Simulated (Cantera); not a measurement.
What does this Cantera script print?

```python
import numpy as np
import cantera as ct

gas_names = """
    C CO COS CO2 CS CS2 C2 C2O C3 C3O2 C4 C5 Na NaO Na2 Na2O Na2SO4 O O2 O3 S SO SO2 SO3 S2 S2O S8
""".split()
cond_names = """
    C(gr) Na(cr) Na(L) NaO2(s) Na2CO3(I) Na2CO3(II) Na2CO3(L) Na2O(c) Na2O(a) Na2O(L) Na2O2(a) Na2O2(b)
    Na2S(1) Na2S(2) Na2S(L) Na2SO4(V) Na2SO4(IV) Na2SO4(I) Na2SO4(L) S(cr1) S(cr2) S(L)
""".split()


# ... load() reads the species with a 1 bar reference pressure and builds the phases ...
atoms = {
    'Na2CO3': {'Na': 2, 'C': 1, 'O': 3},
    'SO3': {'S': 1, 'O': 3},
    'O2': {'O': 2},
}
top_T = {'C(gr)': 4500, 'NaO2(s)': 800, 'Na2O2(b)': 940}  # K; cautious upper limits of use, not melting points


# ... equilibrate(T, P, feed) seeds the gas with the atoms and calls Mixture.equilibrate('TP', solver="vcs", rtol=1e-11, max_steps=5000) ...
results = []
feed = {'Na2CO3': 1, 'SO3': 1.2, 'O2': 0.52}  # mol
P = 13332.2  # Pa
for T in [1075, 1125, 1175, 1225, 1275, 1325, 1375, 1425, 1475, 1525, 1575, 1625]:
    mix = equilibrate(T, P, feed)
    results.append((T, P, feed, dict(zip(mix.species_names, mix.species_moles))))
    x = sorted(zip(gas.X, gas.species_names), reverse=True)
    print(f"T = {T:g} K  P = {P:g} Pa  gas = {mix.phase_moles(0):.4g} mol")
    print("   x: " + "  ".join(f"{s} {v:.3e}" for v, s in x if v > 1e-06))
    print("   condensed (mol): " + ("  ".join(f"{mix.phase(i).name} {mix.phase_moles(i):.4g}"
          for i in range(1, mix.n_phases) if mix.phase_moles(i) > 1e-12) or "none"))
```

Result:

```
T = 1075 K  P = 13332.2 Pa  gas = 1.806 mol
   x: CO2 5.538e-01  O2 3.354e-01  SO2 9.479e-02  SO3 1.598e-02
   condensed (mol): Na2SO4(I) 1
T = 1125 K  P = 13332.2 Pa  gas = 1.811 mol
   x: CO2 5.523e-01  O2 3.372e-01  SO2 1.000e-01  SO3 1.043e-02
   condensed (mol): Na2SO4(I) 1
T = 1175 K  P = 13332.2 Pa  gas = 1.814 mol
   x: CO2 5.514e-01  O2 3.384e-01  SO2 1.033e-01  SO3 6.938e-03
   condensed (mol): Na2SO4(L) 1
T = 1225 K  P = 13332.2 Pa  gas = 1.816 mol
   x: CO2 5.507e-01  O2 3.391e-01  SO2 1.054e-01  SO3 4.728e-03  Na2SO4 1.786e-06
   condensed (mol): Na2SO4(L) 1
T = 1275 K  P = 13332.2 Pa  gas = 1.817 mol
   x: CO2 5.504e-01  O2 3.396e-01  SO2 1.068e-01  SO3 3.304e-03  Na2SO4 5.253e-06
   condensed (mol): Na2SO4(L) 1
T = 1325 K  P = 13332.2 Pa  gas = 1.818 mol
   x: CO2 5.501e-01  O2 3.399e-01  SO2 1.077e-01  SO3 2.365e-03  Na2SO4 1.413e-05
   condensed (mol): Na2SO4(L) 1
T = 1375 K  P = 13332.2 Pa  gas = 1.818 mol
   x: CO2 5.499e-01  O2 3.401e-01  SO2 1.082e-01  SO3 1.732e-03  Na2SO4 3.511e-05  CO 1.633e-06  O 1.017e-06
   condensed (mol): Na2SO4(L) 0.9999
T = 1425 K  P = 13332.2 Pa  gas = 1.819 mol
   x: CO2 5.498e-01  O2 3.402e-01  SO2 1.087e-01  SO3 1.295e-03  Na2SO4 8.129e-05  CO 3.866e-06  O 2.217e-06
   condensed (mol): Na2SO4(L) 0.9999
T = 1475 K  P = 13332.2 Pa  gas = 1.819 mol
   x: CO2 5.496e-01  O2 3.403e-01  SO2 1.089e-01  SO3 9.874e-04  Na2SO4 1.767e-04  CO 8.628e-06  O 4.586e-06
   condensed (mol): Na2SO4(L) 0.9997
T = 1525 K  P = 13332.2 Pa  gas = 1.82 mol
   x: CO2 5.494e-01  O2 3.403e-01  SO2 1.091e-01  SO3 7.662e-04  Na2SO4 3.629e-04  CO 1.825e-05  O 9.048e-06  Na 4.041e-06
   condensed (mol): Na2SO4(L) 0.9993
T = 1575 K  P = 13332.2 Pa  gas = 1.821 mol
   x: CO2 5.492e-01  O2 3.402e-01  SO2 1.092e-01  Na2SO4 7.082e-04  SO3 6.042e-04  CO 3.680e-05  Na 1.813e-05  O 1.710e-05
   condensed (mol): Na2SO4(L) 0.9987
T = 1625 K  P = 13332.2 Pa  gas = 1.822 mol
   x: CO2 5.487e-01  O2 3.400e-01  SO2 1.093e-01  Na2SO4 1.320e-03  SO3 4.834e-04  Na 7.390e-05  CO 7.101e-05  O 3.109e-05  NaO 3.500e-06  SO 1.160e-06
   condensed (mol): Na2SO4(L) 0.9975
```

Equilibrium computed with Cantera from the NASA thermochemical tables; the gas is ideal and each condensed phase is pure. Condensed phases not in the tables: pyrosulfates.
